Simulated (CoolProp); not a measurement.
Vapour-liquid equilibrium of R134a (1) + R245fa (2) at 56.55 °C; x and y are mole fractions of (1).

Computed with CoolProp (multi-fluid Helmholtz-energy mixture model, Tillner-Roth 1994 and Akasaka 2015; pair parameters Akasaka 2014).

| x | bubble pressure (bar) | y at the bubble point | dew pressure at overall composition x (bar) | liquid density (mol/L) |
|---|---|---|---|---|
| 0.05 | 4.692 | 0.139 | 4.356 | 9.384 |
| 0.2 | 6.222 | 0.426 | 4.952 | 9.604 |
| 0.35 | 7.783 | 0.608 | 5.729 | 9.808 |
| 0.5 | 9.396 | 0.736 | 6.777 | 9.996 |
| 0.65 | 11.09 | 0.833 | 8.256 | 10.17 |
| 0.8 | 12.88 | 0.912 | 10.45 | 10.32 |
| 0.95 | 14.81 | 0.979 | 13.91 | 10.46 |

No azeotrope shows between x = 0.05 and 0.95.

Pair parameters are fitted to limited data, so mixtures are less certain than the pure fluids.
